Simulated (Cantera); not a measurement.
Charge: 1 mol HMDSO, 1.6 mol H2O, 100 mol N2, held at 16.0 mbar.

Equilibrium computed with Cantera from the NASA thermochemical tables; the gas is ideal and each condensed phase is pure. Candidate condensed phases: C, C6H6, C7H8, C8H18, H2O, Si, SiC, SiO2, Si2N2O, Si3N4; 151 gas species. The feed counts by its element totals alone. N2 is the only nitrogen source here; it is nearly inert below about 1500 K, so the nitride shown seldom forms there in practice. Rates play no part.

x: gas mole fraction; n: condensed amount in mol.

```
T (K)   x N2    x H2      x CO     x HCN    x CH4       x H    x H2O  n C(graphite)  n SiO2(β-quartz)  n Si2N2O(s)
-----  -----  ------  --------  --------  -------  --------  -------  -------------  ----------------  -----------
900    0.903  0.0961  0.000533   2.57e-7  4.61e-5  2.87e-10  1.99e-6           5.94              1.03        0.486
950    0.902  0.0961   0.00187   6.57e-7  2.48e-5   1.36e-9  2.68e-6           5.79             0.929        0.535
1000   0.898  0.0958   0.00575   1.52e-6  1.40e-5   5.55e-9  3.49e-6           5.36             0.642        0.679
1050   0.890  0.0953    0.0144   3.24e-6  8.32e-6   1.98e-8  3.98e-6           4.40                 0         1.00
1100   0.890  0.0953    0.0144   6.47e-6  5.22e-6   6.31e-8  1.96e-6           4.40                 0         1.00
1150   0.890  0.0953    0.0144         …        …         …        …           4.40                 0         1.00
1200   0.890  0.0953    0.0144         …        …         …        …           4.40                 0         1.00
1250   0.890  0.0953    0.0144   3.69e-5  1.60e-6   1.18e-6  3.30e-7           4.40                 0        1.000
1300   0.890  0.0953    0.0144   6.03e-5  1.14e-6   2.70e-6  2.00e-7           4.39                 0        1.000
1350   0.890  0.0953    0.0144   9.49e-5  8.37e-7   5.82e-6  1.26e-7           4.39                 0        1.000
1400   0.890  0.0952    0.0144  0.000144  6.27e-7   1.19e-5  8.17e-8           4.38                 0        1.000
```

### Question
Some entries are withheld; supply them.

### Answer

- 1200, x HCN: 2.17e-5
- 1200, x CH4: 2.30e-6
- 1200, x H: 4.82e-7
- 1200, x H2O: 5.69e-7
- 1150, x HCN: 1.22e-5
- 1150, x CH4: 3.40e-6
- 1150, x H: 1.82e-7
- 1150, x H2O: 1.03e-6
